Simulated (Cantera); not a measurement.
## Transport properties of process gases

Gas mixture: 6.74 % N2, 42.5 % O2, 50.8 % N2O, at 7.70 bar, frozen composition.

Cantera's kinetic-theory transport with the Lennard-Jones parameters of GRI-Mech 3.0, ideal gas; thermal conductivity in the multicomponent form. The composition is frozen, though it would react at the higher temperatures.

| T (K) | ρ (kg/m³) | cp (J/kg/K) | μ (µPa s) | λ (mW/m/K) | Pr | D (cm²/s) H | D (cm²/s) OH | D (cm²/s) CH4 |
|---|---|---|---|---|---|---|---|---|
| 400 | 8.76 | 963.7 | 21.8 | 28.9 | 0.727 | 0.244 | 0.0608 | 0.0431 |
| 650 | 5.39 | 1085 | 31.7 | 47.2 | 0.730 | 0.573 | 0.140 | 0.101 |
| 900 | 3.89 | 1168 | 40.0 | 63.9 | 0.731 | 1.00 | 0.243 | 0.176 |
| 1150 | 3.05 | 1217 | 47.3 | 78.9 | 0.730 | 1.51 | 0.366 | 0.267 |
| 1400 | 2.50 | 1253 | 54.0 | 92.7 | 0.730 | 2.10 | 0.508 | 0.371 |
| 1650 | 2.12 | 1281 | 60.2 | 106 | 0.729 | 2.77 | 0.668 | 0.487 |
| 1900 | 1.84 | 1303 | 66.0 | 118 | 0.728 | 3.50 | 0.844 | 0.616 |
| 2150 | 1.63 | 1321 | 71.6 | 130 | 0.728 | 4.30 | 1.04 | 0.757 |
D: mixture-averaged diffusion coefficient of that species in the mixture.
